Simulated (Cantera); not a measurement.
Input (Python, Cantera):

```python
import numpy as np
import cantera as ct

gas = ct.Solution("gri30.yaml")
gas.TPX = 1550, 1000000, {'CH4': 1, 'H2O': 2.2, 'H2': 1.6}
inlet = ct.Reservoir(gas, clone=True)

reactor = ct.IdealGasConstPressureReactor(gas, energy="off", clone=False)
exhaust = ct.Reservoir(gas, clone=True)
tau = [4.3, 1.8, 0.76, 0.32, 0.13, 0.056, 0.024, 0.01, 0.0042][0]
for a, b in ((inlet, reactor), (reactor, exhaust)):
    ct.MassFlowController(a, b, mdot=lambda t: reactor.mass / tau)
net = ct.ReactorNet([reactor])
show = ['CH4', 'H2O', 'H2', 'C2H4', 'C2H6', 'CH2CO', 'HCO']

rows = []
print(f"{'tau/s':>10s}{'T/K':>9s}" + "".join(f"{s:>11s}" for s in show))
for tau in [4.3, 1.8, 0.76, 0.32, 0.13, 0.056, 0.024, 0.01, 0.0042]:
    net.initial_time = 0.0
    net.advance(30 * tau)
    before = gas.X
    net.advance(40 * tau)
    drift = np.max(np.abs(gas.X - before) / (gas.X + 1e-9))
    rows.append([gas.T, *gas[show].X, drift])
    print(f"{tau:10.3e}{gas.T:9.1f}" + "".join(f"{x:11.3e}" for x in gas[show].X))
```

Result:

```
     tau/s      T/K        CH4        H2O         H2       C2H4       C2H6      CH2CO        HCO
 4.300e+00   1550.0  1.127e-01  3.373e-01  4.874e-01  3.549e-03  1.045e-04  1.443e-06  4.113e-09
 1.800e+00   1550.0  1.288e-01  3.723e-01  4.505e-01  5.303e-03  1.456e-04  2.365e-06  2.556e-09
 7.600e-01   1550.0  1.402e-01  4.008e-01  4.214e-01  6.869e-03  1.793e-04  3.418e-06  1.454e-09
 3.200e-01   1550.0  1.487e-01  4.212e-01  4.002e-01  7.791e-03  2.003e-04  4.224e-06  7.626e-10
 1.300e-01   1550.0  1.574e-01  4.347e-01  3.842e-01  7.687e-03  2.070e-04  4.369e-06  3.767e-10
 5.600e-02   1550.0  1.683e-01  4.429e-01  3.708e-01  6.498e-03  2.025e-04  3.699e-06  2.057e-10
 2.400e-02   1550.0  1.816e-01  4.491e-01  3.575e-01  4.611e-03  1.946e-04  2.470e-06  1.321e-10
 1.000e-02   1550.0  1.937e-01  4.537e-01  3.461e-01  2.786e-03  1.884e-04  1.237e-06  1.036e-10
 4.200e-03   1550.0  2.013e-01  4.563e-01  3.392e-01  1.563e-03  1.821e-04  4.709e-07  9.179e-11
```

Cantera simulation using GRI-Mech 3.0 (53 species, 325 reactions); the numbers are that mechanism's predictions, not measurements.
